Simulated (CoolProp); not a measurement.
Computed with CoolProp (reference Helmholtz-energy equation of state, Lemmon 2005). It is a short technical equation, of lower accuracy than the large ones.

**Question.** Give the vapour pressure (bar), vapour density (kg/m³), enthalpy of vaporisation (kJ/kg), liquid cp (kJ/(kg K)) of saturated cis-2-butene at 232.8, 294.5, 304.8 K.

**Answer.** 
```
T (K)  p (bar)  vapour density (kg/m³)  enthalpy of vaporisation (kJ/kg)  liquid cp (kJ/(kg K))
-----  -------  ----------------------  --------------------------------  ---------------------
232.8    0.129                   0.378                               455                   2.03
294.5     1.90                    4.63                               396                   2.23
304.8     2.63                    6.32                               385                   2.28
```
